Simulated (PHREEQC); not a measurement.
BaCl2 is added in steps, without added water, to 1 kg of water holding 5.4e-05 mol/kgw CaSO4 and 0.00066 mol/kgw NaBr, at 25 °C. Oxygen is held at 0.21 atm. The system is closed to CO2. Solids allowed: Anhydrite, Barite, Halite. Others were left out.

Base run: PHREEQC, ion-association model, phreeqc.dat. Each further column changes one thing. The table gives S in solution (mol/kgw).

| BaCl2 added (mol) | base | temperature from 25 to 40 °C | NaBr from 0.00066 to 6.6e-05 mol/kgw | 0.00026 mol/kgw NaCl added |
|---|---|---|---|---|
| 0 | 5.40e-5 | 5.40e-5 | 5.40e-5 | 5.40e-5 |
| 8.25e-05 | 5.66e-6 | 7.34e-6 | ? | 5.83e-6 |
| 0.000165 | 1.81e-6 | 2.45e-6 | 1.66e-6 | 1.87e-6 |
| 0.0002475 | 1.11e-6 | 1.51e-6 | 1.03e-6 | 1.14e-6 |
| 0.00033 | 8.21e-7 | 1.12e-6 | 7.70e-7 | 8.41e-7 |
| 0.0004125 | 6.63e-7 | ? | 6.26e-7 | 6.78e-7 |
| 0.000495 | 5.64e-7 | 7.67e-7 | 5.35e-7 | 5.75e-7 |
| 0.0005775 | 4.95e-7 | 6.74e-7 | 4.72e-7 | 5.04e-7 |
| 0.00066 | 4.45e-7 | 6.06e-7 | 4.26e-7 | 4.53e-7 |
| 0.0007425 | 4.06e-7 | 5.54e-7 | ? | 4.13e-7 |
| 0.000825 | 3.76e-7 | 5.12e-7 | 3.62e-7 | 3.82e-7 |
| 0.0009075 | 3.51e-7 | 4.79e-7 | 3.39e-7 | 3.57e-7 |
| 0.00099 | 3.31e-7 | 4.51e-7 | 3.20e-7 | 3.36e-7 |

Q: Fill in the missing entries.

A: 
- 8.25e-05, NaBr from 0.00066 to 6.6e-05 mol/kgw: 5.16e-6
- 0.0004125, temperature from 25 to 40 °C: 9.02e-7
- 0.0007425, NaBr from 0.00066 to 6.6e-05 mol/kgw: 3.90e-7

 Away from 25 °C the constants follow the database's enthalpies or fits; those with neither stay at their 25 °C values.
